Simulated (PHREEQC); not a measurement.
A solution holds 0.015 mol MgCl2 and 0.0001 mol NaF per kg of water, at 20 °C. Closed to the air; pH follows from the charge balance.

Model: ion-association model, phreeqc.dat, run in PHREEQC.

```json
[
 {"quantity": "pH", "before": "6.82", "after": "1.87"},
 {"quantity": "F- (mol/kgw)", "before": "6.92e-5", "after": "5.82e-6"},
 {"quantity": "HF (mol/kgw)", "before": "1.17e-8", "after": "9.42e-5"}
]
```

Task: Name the change that produced these shifts.
(A) MgCl2 from 0.015 to 0.03 mol/kgw
(B) temperature from 20 to 80 °C
(C) MgCl2 replaced by HCl at the same molality
(D) MgCl2 left out
(E) NaF replaced by (CH3)4NF at the same molality

Result: C, MgCl2 replaced by HCl at the same molality

This is a speciation only: nothing precipitates in the calculation.
